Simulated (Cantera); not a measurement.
Input: 1 mol Si2Cl6, a varied amount of HCl, 5.3 mol H2, equilibrated at 1123 K and 10.0 Torr.

These are equilibrium values from Cantera (NASA tables, ideal gas, pure condensed phases), not measurements of a reactor. Candidate condensed phases: Si; 19 gas species. The feed counts by its element totals alone. The numbers say what is thermodynamically allowed, not how fast it happens.

**Question.** What share of the Si ends up in condensed phases as a function of n(HCl) (mol), at 0.12, 0.19, 0.31, 0.49, 0.79, 1.3, 2?

**Answer.** 
```csv
n(HCl) (mol),Si condensed (%),as
0.12,23.7,Si(s)
0.19,22.8,Si(s)
0.31,21.3,Si(s)
0.49,19.0,Si(s)
0.79,15.2,Si(s)
1.3,8.7,Si(s)
2,0.0,-
```
